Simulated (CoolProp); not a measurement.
Saturation properties of CF4 (R14) (Tc = 227.4 K, pc = 3762 kPa, ω = 0.178).

Values from CoolProp's reference Helmholtz-energy equation of state, Platzer 1990. This equation is an older, rougher fit; its heat capacities, sound speeds and derivatives of the liquid may be far off and weren't checked against measurements.

```json
[
 {"T (K)": "153.4", "p (kPa)": "175.3", "liquid density (kg/m³)": "1558", "vapour density (kg/m³)": "12.77"},
 {"T (K)": "157.7", "p (kPa)": "227.2", "liquid density (kg/m³)": "1534", "vapour density (kg/m³)": "16.29"},
 {"T (K)": "162", "p (kPa)": "290.0", "liquid density (kg/m³)": "1509", "vapour density (kg/m³)": "20.52"},
 {"T (K)": "166.3", "p (kPa)": "365.0", "liquid density (kg/m³)": "1484", "vapour density (kg/m³)": "25.57"},
 {"T (K)": "170.6", "p (kPa)": "453.8", "liquid density (kg/m³)": "1457", "vapour density (kg/m³)": "31.53"},
 {"T (K)": "174.9", "p (kPa)": "557.8", "liquid density (kg/m³)": "1430", "vapour density (kg/m³)": "38.57"},
 {"T (K)": "179.2", "p (kPa)": "678.5", "liquid density (kg/m³)": "1402", "vapour density (kg/m³)": "46.82"},
 {"T (K)": "183.5", "p (kPa)": "817.6", "liquid density (kg/m³)": "1373", "vapour density (kg/m³)": "56.50"},
 {"T (K)": "187.8", "p (kPa)": "976.6", "liquid density (kg/m³)": "1342", "vapour density (kg/m³)": "67.83"},
 {"T (K)": "192.1", "p (kPa)": "1157", "liquid density (kg/m³)": "1309", "vapour density (kg/m³)": "81.12"},
 {"T (K)": "196.4", "p (kPa)": "1362", "liquid density (kg/m³)": "1274", "vapour density (kg/m³)": "96.78"},
 {"T (K)": "200.7", "p (kPa)": "1592", "liquid density (kg/m³)": "1237", "vapour density (kg/m³)": "115.3"},
 {"T (K)": "205", "p (kPa)": "1849", "liquid density (kg/m³)": "1196", "vapour density (kg/m³)": "137.6"},
 {"T (K)": "209.3", "p (kPa)": "2137", "liquid density (kg/m³)": "1150", "vapour density (kg/m³)": "164.8"},
 {"T (K)": "213.6", "p (kPa)": "2457", "liquid density (kg/m³)": "1098", "vapour density (kg/m³)": "198.9"}
]
```

It boils at 145.1 K under 1 atm.
